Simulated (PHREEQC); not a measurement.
Copper plating or etch bath: speciation

A solution holds 0.039 mol/kgw Cu(BF4)2 and 0.24 mol/kgw Na2SO4, at 20 °C. Closed to the air; pH follows from the charge balance.

All values are PHREEQC results (ion-association model, wateq4f.dat), not measurements.

Precipitation was switched off in this run.

Estimate the pH, ionic strength, activity of water.

pH 2.98; ionic strength 0.627 mol/kgw; activity of water 0.987.

In which forms is B present?

BF4- 91 %, BF3OH- 6.1 %, BF2(OH)2- 1.4 %, H3BO3 1.3 % of the B.

Real BF4- forms and hydrolyses slowly; the run takes it at equilibrium.
